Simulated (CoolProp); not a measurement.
Saturation properties of m-xylene (Tc = 343.7 °C, pc = 3535 kPa, ω = 0.326).

Model: reference Helmholtz-energy equation of state, Zhou 2012, in CoolProp.

```json
[
 {"T (°C)": "185.85", "p (kPa)": "307.2", "surface tension (mN/m)": "11.6", "liquid conductivity (mW/(m K))": "90.6"},
 {"T (°C)": "190.05", "p (kPa)": "335.2", "surface tension (mN/m)": "11.2", "liquid conductivity (mW/(m K))": "89.8"},
 {"T (°C)": "194.35", "p (kPa)": "365.9", "surface tension (mN/m)": "10.9", "liquid conductivity (mW/(m K))": "89.0"},
 {"T (°C)": "198.55", "p (kPa)": "397.8", "surface tension (mN/m)": "10.5", "liquid conductivity (mW/(m K))": "88.2"},
 {"T (°C)": "202.85", "p (kPa)": "432.6", "surface tension (mN/m)": "10.1", "liquid conductivity (mW/(m K))": "87.4"},
 {"T (°C)": "207.15", "p (kPa)": "469.8", "surface tension (mN/m)": "9.70", "liquid conductivity (mW/(m K))": "86.6"},
 {"T (°C)": "211.35", "p (kPa)": "508.3", "surface tension (mN/m)": "9.33", "liquid conductivity (mW/(m K))": "85.8"},
 {"T (°C)": "215.65", "p (kPa)": "550.3", "surface tension (mN/m)": "8.95", "liquid conductivity (mW/(m K))": "85.1"},
 {"T (°C)": "219.85", "p (kPa)": "593.7", "surface tension (mN/m)": "8.58", "liquid conductivity (mW/(m K))": "84.4"},
 {"T (°C)": "224.15", "p (kPa)": "640.8", "surface tension (mN/m)": "8.21", "liquid conductivity (mW/(m K))": "83.7"}
]
```

It boils at 139.1 °C under 1 atm.

Thermal conductivity comes from a separate model (Mylona 2014). Surface tension comes from a separate correlation (Mulero 2014).
